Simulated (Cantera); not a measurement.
A closed system holds: 1 mol c-C₄F₈, 0.32 mol Si, at 1900 K and 0.480 bar.

Equilibrium computed with Cantera from the NASA thermochemical tables; the gas is ideal and each condensed phase is pure. Candidate condensed phases: C, Si, SiC; 23 gas species. The feed counts by its element totals alone. Gases not in the tables: C₂F₆ and larger saturated fluorocarbons. Kinetics and transport are ignored.

Base state: CF₄ 0.832, SiF₄ 0.159, CF₂ 0.00613, CF₃ 0.00149, F 0.000686 (mole fractions); condensed: C(graphite).

Problem. What changes in the equilibrium state with this change: temperature from 1900 K to 2998.15 K?

Solution. 
```json
[
 {"species": "CF₂", "before": "0.00613", "after": "0.459"},
 {"species": "F", "before": "0.000686", "after": "0.396"},
 {"species": "SiF₄", "before": "0.159", "after": "0.0675"},
 {"species": "CF₄", "before": "0.832", "after": "0.0153"},
 {"species": "CF", "before": "1.89e-6", "after": "0.0456"},
 {"species": "CF₃", "before": "0.00149", "after": "0.0132"},
 {"species": "C₃", "before": "<1e-9", "after": "0.000637"},
 {"species": "C", "before": "<1e-9", "after": "0.000104"},
 {"species": "C₂", "before": "<1e-9", "after": "6.47e-5"},
 {"species": "C(graphite), mol", "before": "2.31", "after": "1.53"}
]
```
The tables' values for SiF₃, C₂F₄ are old estimates; treat these amounts as uncertain.

Problem. What changes in the equilibrium state with this change: pressure from 0.480 bar to 0.000620 bar?

Solution. 
```csv
species,before,after
CF₄,0.832,0.616
CF₂,0.00613,0.147
SiF₄,0.159,0.137
F,0.000686,0.0934
CF,1.89e-6,0.000257
SiF₃,2.19e-6,1.07e-5
CF₃,0.00149,0.00628
"C(graphite), mol",2.31,2.20
```
The tables' values for SiF₃ are old estimates; treat these amounts as uncertain.
